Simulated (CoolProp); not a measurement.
A closed Brayton cycle with nitrogen: compressor inlet 310.15 K and 5.3 MPa, high pressure 16.3 MPa, turbine inlet 655 K, compressor efficiency 0.8, turbine efficiency 0.9, recuperator effectiveness 0.95 (on enthalpy, no pinch check). Each further row changes one setting.

Values from CoolProp's reference Helmholtz-energy equation of state, Span 2000.

| case | thermal efficiency (%) | net work (kJ/kg) | compressor to turbine work | compressor exit (K) | turbine exit (K) |
|---|---|---|---|---|---|
| as stated | 10.0 | 18.2 | 0.90 | 458.3 | 495.9 |
| turbine inlet 605 K | ___ | 4.52 | 0.97 | 458.3 | 456.6 |
| compressor inlet 320.15 K | ___ | ___ | 0.93 | 473.0 | 495.9 |
| high pressure 13.9 MPa | ___ | 22.4 | 0.85 | 434.3 | 515.8 |
| recuperator effectiveness 0.5 | 9.1 | 18.2 | 0.90 | 458.3 | 495.9 |

Question: Some entries are withheld; supply them.

Answer: 
- turbine inlet 605 K, thermal efficiency (%): 2.7
- compressor inlet 320.15 K, thermal efficiency (%): 7.1
- compressor inlet 320.15 K, net work (kJ/kg): 12.8
- high pressure 13.9 MPa, thermal efficiency (%): 13.8
